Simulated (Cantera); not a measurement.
**NO annealing gas**

An isothermal, constant-pressure homogeneous reactor starts with NO : N2 = 1 : 4.4 (molar parts), at 1925 K and 24000 Pa.

Detailed kinetics in Cantera: GRI-Mech 3.0 (53 species, 325 reactions).

```csv
t (s),x NO,x NO2,x N2,x N2O,x O2,x O
3.00e-6,0.185,2.52e-11,0.815,1.63e-8,1.13e-12,1.63e-8
1.61e-5,0.185,7.20e-10,0.815,8.73e-8,3.26e-11,8.70e-8
8.66e-5,0.185,1.95e-8,0.815,4.63e-7,9.28e-10,4.58e-7
0.000465,0.185,4.21e-7,0.815,2.33e-6,2.61e-8,2.30e-6
0.00250,0.185,4.98e-6,0.815,9.01e-6,1.01e-6,1.25e-5
0.0134,0.185,1.90e-5,0.815,1.50e-5,5.12e-5,4.19e-5
0.0721,0.184,2.10e-5,0.815,1.49e-5,0.000481,4.62e-5
0.387,0.179,2.70e-5,0.818,1.40e-5,0.00285,5.91e-5
2.08,0.153,4.25e-5,0.831,9.99e-6,0.0159,0.000104
11.2,0.0596,3.14e-5,0.878,1.53e-6,0.0627,0.000191
60.0,0.00529,3.33e-6,0.905,1.33e-7,0.0898,0.000226
```
x: mole fraction; the columns are a selection and need not sum to one.

Equilibrium at this temperature and pressure: NO 0.00436, NO2 2.75e-6, N2 0.905, N2O 1.30e-7, O2 0.0903, O 0.000227 (gas phase only).
